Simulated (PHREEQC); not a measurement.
Consider water at 25 °C with 0.003 mol HF, 0.004 mol NaF, 0.0011 mol H4SiO4 and 0.0079 mol H3PO4 per kg of water. Closed to the air; pH follows from the charge balance.

Equilibrium calculation in PHREEQC: ion-association model, phreeqc.dat.

Precipitation was switched off in this run.

### Question
Order these F species by the share of F that they hold, largest first: HF, HF2-, SiF6-2, F-.

### Answer
SiF6-2 (62 %), HF (31 %), F- (7.1 %), HF2- (0.12 %)

The pH is 2.50 and the ionic strength 0.00820 mol/kgw. Examples of supersaturated solids here: Quartz (slow to form), Chalcedony (slow to form). Others may be too. SiF6-2 is the database's only silicon fluoride.
